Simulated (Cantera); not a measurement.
Feed: 1 mol B2O3, 0.51 mol O2, equilibrated at 1798.15 K and 3.10 mbar.

Cantera equilibrium calculation (NASA polynomials, part measured and part estimated; ideal gas, pure solids and liquids). Equilibrium is a limit: real reactors are often held back by kinetics, nucleation or transport.

```json
[
 {"species": "B2O3", "before": "0.638", "after": "0.861"},
 {"species": "O2", "before": "0.325", "after": "0.106"},
 {"species": "BO2", "before": "0.0365", "after": "0.0320"},
 {"species": "O", "before": "0.00122", "after": "0.000698"},
 {"species": "BO", "before": "3.47e-5", "after": "5.34e-5"}
]
```
Gas species are given as mole fractions.

### Question
Name the change that produced these shifts.
A. O2 from 0.51 to 0.13 mol
B. pressure from 3.10 mbar to 0.120 bar
C. temperature from 1798.15 K to 1298 K
D. temperature from 1798.15 K to 1348 K

### Answer
A, O2 from 0.51 to 0.13 mol
